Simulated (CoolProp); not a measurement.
A single-stage vapour-compression cycle with the fluid: evaporating at 314.15 K (dew point), condensing at 338.15 K (bubble point), superheat 5 K, subcooling 8 K, compressor efficiency 0.6, no pressure losses. The same conditions are run with several fluids, on thermodynamics alone (safety and materials aside).

Values from CoolProp's reference Helmholtz-energy equation of state of each fluid (R245ca: Zhou 2016; R134a: Tillner-Roth 1994; R1233zd(E): Akasaka 2022; n-heptane: Span 2003; cis-2-butene: Lemmon 2005; R142b: Lemmon 2006).

```csv
fluid,cooling COP,pressure ratio,discharge temperature (K),refrigerating effect (kJ/kg),volumetric capacity (kJ/m³)
R245ca,7.53,2.12,346.7,177,1700
R134a,6.99,1.81,(withheld),143,(withheld)
R1233zd(E),7.52,2.01,349.5,167,1970
n-heptane,7.63,(withheld),343.7,326,161
cis-2-butene,7.48,1.89,352.7,345,2780
R142b,7.35,1.84,351.4,173,4010
```

Q: What belongs in the gaps?

A: 
- R134a, discharge temperature (K): 351.6
- R134a, volumetric capacity (kJ/m³): 7110
- n-heptane, pressure ratio: 2.62
